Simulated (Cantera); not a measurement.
Standard-state values (1 bar) from the NASA 1993 polynomials, evaluated with Cantera. Values are per mole of reaction as written; species without (g) are pure solids or liquids, kept so even where they would boil at 1 bar.

2 CH2Cl2(g) + Ti + 2 H(g) → C2H6(g) + TiCl4(g)

```tsv
T (K)	ΔH° (kJ)	ΔS° (J/K)	ΔG° (kJ)	log10 K	condensed phases
300	?	?	?	?	Ti(α)
1048	-1107.5	-242.8	-853.0	42.51	Ti(α)
1073	-1108.0	-243.3	-846.9	41.23	Ti(α)
1098	-1108.5	-243.8	-840.8	40.00	Ti(α)
1123	-1109.2	-244.4	-834.7	38.83	Ti(α)
1148	-1109.8	-245.0	-828.6	37.70	Ti(α)
1173	?	?	?	?	Ti(β)
```

Question: Complete the blanks.

Answer: 
- 300, ΔH° (kJ): -1092.3
- 300, ΔS° (J/K): -217.0
- 300, ΔG° (kJ): -1027.2
- 300, log10 K: 178.84
- 1173, ΔH° (kJ): -1114.0
- 1173, ΔS° (J/K): -248.6
- 1173, ΔG° (kJ): -822.4
- 1173, log10 K: 36.62
